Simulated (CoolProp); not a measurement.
Properties of CH3F (R41) along the isotherm 151.85 °C.

Model: reference Helmholtz-energy equation of state, Lemmon 2006, in CoolProp. It is a short technical equation, of lower accuracy than the large ones.

| p (MPa) | phase | Z | cp (kJ/(kg K)) | expansivity (1/kK) | fugacity coefficient |
|---|---|---|---|---|---|
| 0.00934 | gas | 0.9998 | 1.351 | 2.355 | 0.9998 |
| 0.0177 | gas | 0.9996 | 1.351 | 2.357 | 0.9996 |
| 0.0336 | gas | 0.9992 | 1.352 | 2.360 | 0.9992 |
| 0.0636 | gas | 0.9984 | 1.353 | 2.366 | 0.9984 |
| 0.121 | gas | 0.9970 | … | 2.378 | 0.9970 |
| 0.229 | gas | 0.9943 | … | 2.401 | 0.9943 |
| 0.433 | gas | 0.9892 | 1.370 | 2.444 | 0.9892 |
| 0.822 | gas | 0.9795 | … | 2.528 | 0.9797 |
| 1.56 | gas | … | … | 2.696 | 0.9618 |
| 2.95 | gas | 0.9269 | … | … | … |

Some entries are withheld; supply them.


- 0.121, cp (kJ/(kg K)): 1.356
- 0.229, cp (kJ/(kg K)): 1.360
- 0.822, cp (kJ/(kg K)): 1.387
- 1.56, Z: 0.9612
- 1.56, cp (kJ/(kg K)): 1.423
- 2.95, cp (kJ/(kg K)): 1.496
- 2.95, expansivity (1/kK): 3.042
- 2.95, fugacity coefficient: 0.9292
